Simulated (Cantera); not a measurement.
Hydrocarbon pyrolysis for carbon deposition

An isothermal, constant-pressure homogeneous reactor starts with C₂H₆ : H₂ = 1 : 2 (molar parts), at 1425 K and 20.0 Torr.

Cantera simulation using GRI-Mech 3.0 (53 species, 325 reactions); the numbers are that mechanism's predictions, not measurements. GRI-Mech 3.0 stops at C3 and has no aromatics, soot or wall deposition, so with more carbon than oxygen in the feed, carbon stays in small species such as C2H2 where larger ones or solid carbon would form. Radical loss at walls, strong at low pressure, is not modelled.

```
t (s)       x C₂H₆   x H₂     x CH₄    x CH₂     x CH₃    x C₂H₂
--------  --------  -----  --------  -------  --------  --------
2.00e-5      0.333  0.666   8.08e-5  3.41e-9  0.000441  8.48e-11
5.97e-5      0.331  0.666  0.000591  5.13e-8  0.000993   2.59e-8
0.000178     0.320  0.666   0.00391  4.05e-7   0.00233   5.44e-6
0.000533     0.262  0.664    0.0284  1.43e-6   0.00563  0.000320
0.00159      0.121  0.649     0.110  1.30e-6   0.00528   0.00501
0.00476     0.0166  0.641     0.176  3.77e-7   0.00196    0.0256
0.0142     0.00128  0.651     0.178  4.68e-8  0.000529    0.0516
0.0424    0.000126  0.659     0.175  6.23e-9  0.000176    0.0723
0.127      2.76e-5  0.666     0.171  1.71e-9   8.89e-5    0.0931
0.379      1.94e-5  0.677     0.165  1.56e-9   8.39e-5     0.123
1.13       1.71e-5  0.688     0.159  1.81e-9   8.98e-5     0.148
3.38       1.61e-5  0.692     0.153  1.84e-9   8.90e-5     0.152
10.1       1.39e-5  0.702     0.140  1.77e-9   8.32e-5     0.156
30.1       9.36e-6  0.724     0.108  1.60e-9   6.94e-5     0.166
90.0       3.76e-6  0.759    0.0585  1.24e-9   4.47e-5     0.181
```
x: mole fraction; the columns are a selection and need not sum to one.

Equilibrium at this temperature and pressure: C₂H₆ 8.34e-7, H₂ 0.788, CH₄ 0.0163, CH₂ 5.49e-10, CH₃ 1.55e-5, C₂H₂ 0.193 (gas phase only).
